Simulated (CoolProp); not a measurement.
Computed with CoolProp (reference Helmholtz-energy equation of state, Fiedler 2023).

Q: Give the vapour pressure (bar), liquid density (kg/m³), enthalpy of vaporisation (kJ/kg), liquid cp (kJ/(kg K)) of saturated tetrahydrofuran at 311.4, 360.2 K.

A: 
| T (K) | p (bar) | liquid density (kg/m³) | enthalpy of vaporisation (kJ/kg) | liquid cp (kJ/(kg K)) |
|---|---|---|---|---|
| 311.4 | 0.376 | 867 | 436 | 1.77 |
| 360.2 | 1.92 | 811 | 400 | 1.97 |
